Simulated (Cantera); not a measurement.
Feed: 1 mol SiCl4, 0.33 mol C3H8, 13 mol H2, equilibrated at 2073.15 K and 10.0 mbar.

Cantera equilibrium calculation (NASA polynomials, part measured and part estimated; ideal gas, pure solids and liquids). Candidate condensed phases: C, C6H6, C7H8, C8H18, Si, SiC; 109 gas species. The tables' values for SiCl, SiCl3 are old estimates; treat these amounts as uncertain. Rates play no part.

Base state: H2 0.744, HCl 0.216, H 0.0227, SiCl2 0.00987, Cl 0.00487, C2H2 (acetylene) 0.000913, Si 0.000711, SiCl 0.000377 (mole fractions); condensed: C(graphite) + SiC(s).

Q: What changes in the equilibrium state with this change: temperature from 2073.15 K to 1673 K?

A: 
| species | before | after |
|---|---|---|
| H2 | 0.744 | 0.758 |
| HCl | 0.216 | 0.237 |
| SiCl2 | 0.00987 | 0.00358 |
| H | 0.0227 | 0.000991 |
| SiC2 | 4.08e-5 | 3.65e-9 |
| Si2C | 2.62e-5 | 2.85e-9 |
| C(graphite), mol | 0.142 | 0.0485 |
| SiC(s), mol | 0.815 | 0.940 |
The tables' values for SiCl3 are old estimates; treat these amounts as uncertain.

Q: What changes in the equilibrium state with this change: pressure from 10.0 mbar to 18.0 mbar?

A: 
```
species             before     after
----------------  --------  --------
H2                   0.744     0.749
HCl                  0.216     0.218
H                   0.0227    0.0170
SiCl2              0.00987   0.00998
SiC2               4.08e-5   2.27e-5
Si                0.000711  0.000395
C(graphite), mol     0.142     0.137
SiC(s), mol          0.815     0.822
```
